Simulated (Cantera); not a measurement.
## Low-pressure radical oxidation in H2/O2

An isothermal, constant-pressure homogeneous reactor starts with 0.0939 % H2, 99.9 % O2, at 1150 K and 0.0263 atm.

Detailed kinetics in Cantera: GRI-Mech 3.0 (53 species, 325 reactions). Radical loss at walls, strong at low pressure, is not modelled.

```
t (s)         x H2   x O2      x OH       x H     x H2O       x O     x HO2
--------  --------  -----  --------  --------  --------  --------  --------
1.00e-6   0.000939  0.999    <1e-12    <1e-12    <1e-12    <1e-12    <1e-12
5.59e-6   0.000939  0.999    <1e-12  3.23e-12    <1e-12    <1e-12  3.59e-12
3.13e-5   0.000939  0.999  8.26e-12  1.18e-11    <1e-12  8.29e-12  2.01e-11
0.000175  0.000939  0.999  9.53e-11  1.82e-11  3.84e-12  9.73e-11  1.13e-10
0.000979  0.000939  0.999  6.76e-10  2.83e-11  1.63e-10  7.58e-10  6.34e-10
0.00548   0.000939  0.999   8.76e-9  1.76e-10   9.06e-9   1.23e-8   3.61e-9
0.0306    0.000832  0.999   4.92e-5   1.15e-6   8.13e-5   7.88e-5   3.42e-7
0.171      3.19e-7  0.998   5.47e-5   2.73e-6  0.000910  0.000587   1.96e-7
0.959      8.49e-8  0.999   2.86e-5   3.82e-7  0.000925  0.000157   9.57e-8
5.36       6.50e-9  0.999   8.11e-6   8.56e-9  0.000935   1.24e-5   1.94e-8
30.0      3.75e-10  0.999   1.99e-6  1.25e-10  0.000939   7.41e-7   2.28e-9
```
x: mole fraction; the columns are a selection and need not sum to one.

Equilibrium at this temperature and pressure: H2 2.49e-11, O2 0.999, OH 5.24e-7, H 2.29e-12, H2O 0.000939, O 5.12e-8, HO2 9.47e-10 (gas phase only).
